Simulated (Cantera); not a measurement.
Feed: 1 mol HgO, a varied amount of H₂, 53 mol N₂, held at 1500 K and 0.00133 bar.

Cantera equilibrium calculation (NASA polynomials, part measured and part estimated; ideal gas, pure solids and liquids). Candidate condensed phases: H₂O, Hg, HgO; 25 gas species. The numbers say what is thermodynamically allowed, not how fast it happens.

log p: log10 of the partial pressure in bar; nothing condenses.

| n(H₂) (mol) | log p N₂ | log p H₂ | log p Hg | log p H₂O | log p O₂ | log p NO |
|---|---|---|---|---|---|---|
| 0.58 | -2.89 | -7.92 | -4.61 | -4.85 | [?] | -6.62 |
| 0.92 | -2.89 | -7.36 | -4.62 | -4.65 | [?] | -6.98 |
| 1.5 | -2.90 | -4.92 | -4.62 | -4.62 | [?] | -9.39 |
| 2.3 | -2.90 | -4.51 | -4.63 | -4.63 | [?] | -9.81 |
| 3.7 | -2.91 | -4.21 | -4.64 | -4.64 | [?] | -10.13 |
| 5.8 | -2.93 | -3.97 | -4.65 | -4.65 | [?] | -10.39 |
| 9.3 | -2.95 | -3.76 | -4.68 | -4.68 | [?] | -10.64 |

Question: Complete the blanks.

Answer: 
- 0.58, log p O₂: -5.30
- 0.92, log p O₂: -6.03
- 1.5, log p O₂: -10.84
- 2.3, log p O₂: -11.67
- 3.7, log p O₂: -12.31
- 5.8, log p O₂: -12.81
- 9.3, log p O₂: -13.28
